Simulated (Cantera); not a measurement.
Input: 1 mol Si₂Cl₆, 36 mol NH₃, 95 mol H₂, held at 1998 K and 4.40 mbar.

Cantera equilibrium calculation (NASA polynomials, part measured and part estimated; ideal gas, pure solids and liquids). Candidate condensed phases: NH₄Cl, Si, Si₃N₄; 28 gas species. The feed counts by its element totals alone. The tables' values for SiCl, SiN are old estimates; treat these amounts as uncertain. Gases not in the tables: Si₂H₆ and higher silanes. Equilibrium is a limit: real reactors are often held back by kinetics, nucleation or transport.

Base state: H₂ 0.833, N₂ 0.104, HCl 0.0293, H 0.0221, Si 0.00817, SiCl₂ 0.00209, Cl 0.000578, SiCl 0.000522 (mole fractions); condensed: gas only.

### Question
What changes in the equilibrium state with this change: H₂ from 95 to 45 mol?

### Answer
```
species       before     after
----------  --------  --------
H₂             0.833     0.777
N₂             0.104     0.147
HCl           0.0293    0.0383
H             0.0221    0.0213
Si           0.00817   0.00967
SiCl₂        0.00209   0.00452
Si₂N         5.08e-5   8.45e-5
Si₃          1.29e-5   2.14e-5
SiCl        0.000522  0.000835
Si(l), mol         0    0.0393
```

### Question
What changes in the equilibrium state with this change: NH₃ from 36 to 1.5 mol?

### Answer
| species | before | after |
|---|---|---|
| H₂ | 0.833 | 0.907 |
| HCl | 0.0293 | 0.0454 |
| H | 0.0221 | 0.0230 |
| N₂ | 0.104 | 0.00724 |
| Si | 0.00817 | 0.00967 |
| SiN | 4.57e-5 | 1.43e-5 |
| Si₂N | 5.08e-5 | 1.88e-5 |
| SiCl₂ | 0.00209 | 0.00545 |
| SiCl | 0.000522 | 0.000917 |
| Si(l), mol | 0 | 0.258 |

### Question
What changes in the equilibrium state with this change: Si₂Cl₆ replaced by trisilylamine?

### Answer
| species | before | after |
|---|---|---|
| H₂ | 0.833 | 0.862 |
| N₂ | 0.104 | 0.105 |
| H | 0.0221 | 0.0225 |
| HCl | 0.0293 | 0 |
| SiCl₂ | 0.00209 | 0 |
| Si | 0.00817 | 0.00967 |
| Cl | 0.000578 | 0 |
| SiCl | 0.000522 | 0 |
| Si₃ | 1.29e-5 | 2.14e-5 |
| Si₂N | 5.08e-5 | 7.16e-5 |
| Si(l), mol | 0 | 1.13 |
The tables' values for SiN are old estimates; treat these amounts as uncertain.
